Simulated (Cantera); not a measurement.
An isothermal, constant-pressure homogeneous reactor starts with NO : N2 = 1 : 0.23 (molar parts), at 2000 K and 0.0710 bar. Integrator tolerance rtol = 1e-08.

Detailed kinetics in Cantera: GRI-Mech 3.0 (53 species, 325 reactions).

### Question
What does this change do: temperature 2000 to 1448 K?

### Answer
```
quantity                                           before                                     after
----------------  ---------------------------------------  ----------------------------------------
x(NO) at 80.0 s   0.00920 (gas-phase equilibrium 0.00918)     0.780 (gas-phase equilibrium 0.00114)
x(O) at 80.0 s    0.00160 (gas-phase equilibrium 0.00160)   1.14e-6 (gas-phase equilibrium 4.69e-6)
x(N2O) at 80.0 s  1.19e-7 (gas-phase equilibrium 1.19e-7)  0.000182 (gas-phase equilibrium 1.64e-8)
x(N2) at 80.0 s       0.588 (gas-phase equilibrium 0.588)       0.203 (gas-phase equilibrium 0.593)
x(NO2) at 80.0 s  5.83e-6 (gas-phase equilibrium 5.82e-6)  0.000367 (gas-phase equilibrium 2.66e-6)
x(O2) at 80.0 s       0.401 (gas-phase equilibrium 0.401)      0.0163 (gas-phase equilibrium 0.406)
```
